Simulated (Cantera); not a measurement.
A Cantera script and its output.

```python
import numpy as np
import cantera as ct

gas = ct.Solution("gri30.yaml")
gas.TPX = 2375, 13332, {'CH4': 0.024, 'H2': 1, 'N2': 0.0048, 'H2O': 0.086}
reactor = ct.IdealGasConstPressureReactor(gas, energy="off", clone=False)
net = ct.ReactorNet([reactor])
net.rtol, net.atol = 1e-08, 1e-18
show = ['CH4', 'H2', 'HCN', 'C2H6', 'C2H4', 'C2H2', 'CH3']
times = np.geomspace(1e-06, 20, 10)

steps = ct.SolutionArray(gas, extra=["t"])
rows = []
print(f"{'t/s':>10s}{'T/K':>9s}{'P/Pa':>11s}" + "".join(f"{s:>11s}" for s in show))
for t in times:
    while net.time < t:
        t_next = net.step()
        steps.append(gas.state, t=t_next)
    rows.append([np.interp(t, steps.t, y) for y in (steps.T, steps.P, *steps(*show).X.T)])
    print(f"{t:10.3e}{rows[-1][0]:9.1f}{rows[-1][1]:11.4g}" + "".join(f"{x:11.3e}" for x in rows[-1][2:]))
rate = np.gradient(steps.T, steps.t)
print("integrator steps:", len(steps.t))
if steps.T.max() > steps.T[0] + 200:
    print(f"time of steepest temperature rise: {steps.t[rate.argmax()]:.4e} s")
gas.TPX = 2375, 13332, {'CH4': 0.024, 'H2': 1, 'N2': 0.0048, 'H2O': 0.086}
gas.equilibrate("TP")
print(f"equilibrium (TP): T = {gas.T:.1f} K  " + "  ".join(f"{s} {gas[s].X[0]:.3e}" for s in show))
```

It prints:

```
       t/s      T/K       P/Pa        CH4         H2        HCN       C2H6       C2H4       C2H2        CH3
 1.000e-06   2375.0  1.333e+04  2.147e-02  8.970e-01  7.662e-15  1.192e-10  3.079e-10  2.169e-12  5.939e-05
 6.475e-06   2375.0  1.333e+04  2.122e-02  8.965e-01  3.559e-13  1.934e-08  1.157e-07  6.154e-09  2.967e-04
 4.192e-05   2375.0  1.333e+04  1.978e-02  8.935e-01  1.806e-10  6.552e-07  1.775e-05  1.208e-05  1.610e-03
 2.714e-04   2375.0  1.333e+04  1.084e-02  8.862e-01  9.273e-08  1.487e-06  8.210e-05  2.774e-03  3.664e-03
 1.758e-03   2375.0  1.333e+04  1.302e-03  8.908e-01  9.263e-07  3.167e-08  3.536e-06  5.425e-03  6.365e-04
 1.138e-02   2375.0  1.333e+04  7.077e-05  8.938e-01  1.719e-06  1.135e-10  3.866e-08  1.712e-04  4.246e-05
 7.368e-02   2375.0  1.333e+04  2.637e-11  8.870e-01  1.248e-08  2.235e-23  1.568e-18  1.146e-14  1.995e-11
 4.771e-01   2375.0  1.333e+04  2.612e-11  8.869e-01  8.753e-09  2.200e-23  1.549e-18  1.135e-14  1.983e-11
 3.089e+00   2375.0  1.333e+04  2.611e-11  8.869e-01  5.861e-09  2.198e-23  1.548e-18  1.134e-14  1.983e-11
 2.000e+01   2375.0  1.333e+04  2.611e-11  8.869e-01  5.783e-09  2.198e-23  1.548e-18  1.134e-14  1.983e-11
integrator steps: 1553
equilibrium (TP): T = 2375.0 K  CH4 2.968e-11  H2 8.869e-01  HCN 5.783e-09  C2H6 2.793e-23  C2H4 1.754e-18  C2H2 1.285e-14  CH3 2.254e-11
```

Cantera simulation using GRI-Mech 3.0 (53 species, 325 reactions); the numbers are that mechanism's predictions, not measurements.
